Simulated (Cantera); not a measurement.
Equilibrium for silicon nitride deposition: trisilylamine + N2 + NH3

Feed: 1 mol trisilylamine, 0.96 mol N2, 3.8 mol NH3, equilibrated at 1200 °C and 0.00133 bar.

Equilibrium computed with Cantera from the NASA thermochemical tables; the gas is ideal and each condensed phase is pure. Candidate condensed phases: Si, Si3N4; 18 gas species. The feed counts by its element totals alone. Equilibrium is a limit: real reactors are often held back by kinetics, nucleation or transport.

```
Property                             Result
--------------------------------  ---------
x(H2)                                 0.882
x(N2)                                 0.118
x(H)                               0.000325
x(Si)                               1.29e-6
n(Si3N4(s))                       1.000 mol
gas amount                        11.56 mol
log10 activity of Si(s) (absent)      -0.50
```
